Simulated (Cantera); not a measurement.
A closed system holds: 1 mol Si₂H₆, 5.6 mol H₂, equilibrated at 1773.15 K and 0.00110 bar.

Method: chemical equilibrium by Gibbs-energy minimisation in Cantera with the NASA 1993 tables (ideal gas, pure condensed phases). Candidate condensed phases: Si; 9 gas species. The feed counts by its element totals alone. Gases not in the tables: Si₂H₆ and higher silanes. Equilibrium is a limit: real reactors are often held back by kinetics, nucleation or transport.

Base state: H₂ 0.989, H 0.00854, Si 0.00194, SiH 7.90e-5, SiH₂ 2.44e-5, Si₂ 1.08e-5 (mole fractions); condensed: Si(l).

Q: What changes in the equilibrium state with this change: pressure from 0.00110 bar to 0.00360 bar?

A: 
| species | before | after |
|---|---|---|
| H₂ | 0.989 | 0.995 |
| H | 0.00854 | 0.00473 |
| Si | 0.00194 | 0.000593 |
| Si₂ | 1.08e-5 | 3.30e-6 |
| SiH | 7.90e-5 | 4.38e-5 |
| SiH₂ | 2.44e-5 | 2.46e-5 |
| Si(l), mol | 1.98 | 1.99 |
